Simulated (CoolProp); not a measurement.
Vapour-liquid equilibrium of toluene (1) + n-decane (2) at 47.15 °C; x and y are mole fractions of (1).

Values from CoolProp's multi-fluid Helmholtz-energy mixture model, Lemmon 2006 and Lemmon 2006; pair parameters Bell 2016.

```csv
x,bubble pressure (bar),y at the bubble point,dew pressure at overall composition x (bar),liquid density (mol/L)
0.05,0.01327,0.465,0.007839,5.108
0.15,(withheld),0.751,0.008697,5.371
0.25,0.03767,0.851,0.009765,5.658
0.35,0.04915,0.900,0.01113,(withheld)
0.45,0.05965,0.929,0.01295,(withheld)
0.55,0.06918,0.948,0.01547,6.705
0.65,0.07799,0.962,0.01923,7.135
0.75,0.08644,0.974,0.02540,7.617
0.85,(withheld),0.985,0.03746,8.163
0.95,0.1039,0.995,0.07023,8.786
```

Task: Some entries are withheld; supply them.

Result: 
- 0.15, bubble pressure (bar): 0.02549
- 0.35, liquid density (mol/L): 5.973
- 0.45, liquid density (mol/L): 6.320
- 0.85, bubble pressure (bar): 0.09494

No azeotrope shows between x = 0.05 and 0.95.

Pair parameters are fitted to limited data, so mixtures are less certain than the pure fluids.
